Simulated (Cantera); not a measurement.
An isothermal plug-flow reactor at 1100 K and 68000 Pa (inlet), inlet velocity 0.14 m/s, active area per volume 2900 1/m; feed CH4 : O2 : N2 = 0.0067 : 0.12 : 0.79 (molar parts).

Cantera simulation using Deutschmann's 1995 Pt surface mechanism with GRI-Mech 3.0 gas chemistry; the numbers are that mechanism's predictions, not measurements. Catalytic surfaces can have several steady states; this one follows from the mechanism file's or the stated starting coverage. Mass transfer to the wall is taken as infinitely fast.

One state of this run: x CH4 = 0.00247; x O2 = 0.121; x H2O = 0.00965; x CO2 = 0.00482; x CO = 2.13e-6; θ free Pt = 0.320; θ O* = 0.679; θ OH* = 0.00124. x: gas mole fraction; θ: surface coverage.

Problem. Which value of z (m) does it belong to?
(A) 0.0077
(B) 0.00024
(C) 0.014
(D) 0.00077

Solution. B, 0.00024
